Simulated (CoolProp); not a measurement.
A closed Brayton cycle with nitrogen: compressor inlet 321.15 K and 6.1 MPa, high pressure 17.5 MPa, turbine inlet 975 K, compressor efficiency 0.85, turbine efficiency 0.9, recuperator effectiveness 0.8 (on enthalpy, no pinch check). Each further row changes one setting.

Model: reference Helmholtz-energy equation of state, Span 2000, in CoolProp.

```tsv
case	thermal efficiency (%)	net work (kJ/kg)	compressor to turbine work	compressor exit (K)	turbine exit (K)
as stated	33.1	106	0.58	455.6	764.0
turbine inlet 925 K	31.2	93.5	…	455.6	…
compressor inlet 331.15 K	…	102	0.59	…	764.0
high pressure 14.9 MPa	…	97.3	0.55	432.4	793.1
recuperator effectiveness 0.5	…	106	0.58	455.6	764.0
```

### Question
Some entries are withheld; supply them.

### Answer

- turbine inlet 925 K, compressor to turbine work: 0.61
- turbine inlet 925 K, turbine exit (K): 723.0
- compressor inlet 331.15 K, thermal efficiency (%): 32.0
- compressor inlet 331.15 K, compressor exit (K): 469.7
- high pressure 14.9 MPa, thermal efficiency (%): 32.5
- recuperator effectiveness 0.5, thermal efficiency (%): 25.1
